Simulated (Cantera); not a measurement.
# Stirred combustor or abatement burner

A perfectly stirred reactor is fed with 15.4 % CH3OH, 17.7 % O2, 66.9 % N2, equivalence ratio 1.3, at 5.63 atm; it is adiabatic with a 600 K inlet, and is followed from long to short residence time, starting on the burning branch (τ in s: 0.25, 0.084, 0.028, 0.0094, 0.0032, 0.0011, 0.00036, 0.00012, 4e-05, 1.4e-05).

Cantera simulation using GRI-Mech 3.0 (53 species, 325 reactions); the numbers are that mechanism's predictions, not measurements. GRI-Mech 3.0 was tuned for natural gas; its chemistry of methanol as a main component is partial and can be far from experiment.

```csv
τ (s),T (K),x CH3OH,x O2,x NO,x CH2CO,x O,x CO2,x H2O
0.25,2293,1.64e-7,4.50e-5,0.000173,1.87e-9,1.32e-5,0.0751,0.237
0.084,2292,4.53e-7,6.54e-5,0.000177,4.82e-9,1.61e-5,0.0750,0.237
0.028,2288,1.15e-6,0.000117,0.000182,1.06e-8,2.40e-5,0.0750,0.236
0.0094,2282,2.63e-6,0.000234,0.000183,1.89e-8,4.51e-5,0.0748,0.236
0.0032,2270,5.51e-6,0.000487,0.000175,2.91e-8,9.63e-5,0.0744,0.235
0.0011,2249,1.12e-5,0.00100,0.000159,4.55e-8,0.000208,0.0738,0.233
0.00036,2215,2.38e-5,0.00205,0.000137,8.40e-8,0.000441,0.0724,0.230
0.00012,2166,5.28e-5,0.00392,0.000111,1.89e-7,0.000818,0.0700,0.225
4.0e-5,2099,0.000132,0.00733,7.90e-5,5.70e-7,0.00126,0.0654,0.221
1.4e-5,1999,0.000427,0.0153,3.73e-5,2.81e-6,0.00137,0.0538,0.215
```
x: mole fraction; the columns are a selection and need not sum to one.
